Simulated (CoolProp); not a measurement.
The fluid at 407.79 K and 6.57 MPa is throttled through a valve to 2.91 MPa with no heat exchange. The same conditions are run with several fluids, on thermodynamics alone (safety and materials aside).

The numbers come from the reference Helmholtz-energy equation of state of each fluid (n-perfluorobutane: Gao 2022; R22: Kamei 1995; ethylene: Smukala 2000; oxygen: Schmidt 1985; R13: Platzer 1990) in CoolProp. The equations of Platzer and Polt are older, rougher fits.

**Question.** Rank n-perfluorobutane, R22, ethylene, oxygen, R13 by temperature change (K), highest first.

**Answer.** oxygen (-4.5), n-perfluorobutane (-11.6), ethylene (-17.3), R13 (-19.8), R22 (-43.0)

| fluid | final phase | final density (kg/m³) |
|---|---|---|
| n-perfluorobutane | supercritical | 724 |
| R22 | gas | 112 |
| ethylene | gas | 27.0 |
| oxygen | gas | 27.8 |
| R13 | gas | 106 |

Above 300 K oxygen's equation is extrapolated.
